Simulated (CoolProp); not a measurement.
Vapour pressure (bar) of R124: the reference equation beside estimates from Tc = 395.4 K, pc = 36.24 bar, ω = 0.288.

Computed with CoolProp (reference Helmholtz-energy equation of state, de Vries 1995).

```csv
T (K),reference,Lee-Kesler,van der Waals,Redlich-Kwong,Soave-Redlich-Kwong,Peng-Robinson
302.4,4.354,4.372,11.24,6.411,4.379,4.331
310.3,5.479,5.503,12.70,7.759,5.520,5.453
318.2,6.810,6.837,14.28,9.292,6.872,6.783
326.1,8.368,8.397,15.97,11.02,8.458,8.344
333.9,10.15,10.18,17.76,12.93,10.28,10.14
341.8,12.23,12.26,19.69,15.08,12.40,12.24
349.7,14.62,14.64,21.75,17.46,14.82,14.64
357.6,17.34,17.35,23.94,20.09,17.58,17.39
365.4,20.38,20.39,26.22,22.92,20.66,20.46
373.3,23.86,23.87,28.67,26.04,24.16,23.98
381.2,27.79,27.81,31.25,29.43,28.07,27.92
```

Absolute difference from the reference over all 11 rows, mean and median: Lee-Kesler 0.2 and 0.2 %, van der Waals 70.4 and 61.0 %, Redlich-Kwong 24.6 and 23.3 %, Soave-Redlich-Kwong 1.1 and 1.3 %, Peng-Robinson 0.3 and 0.4 %.
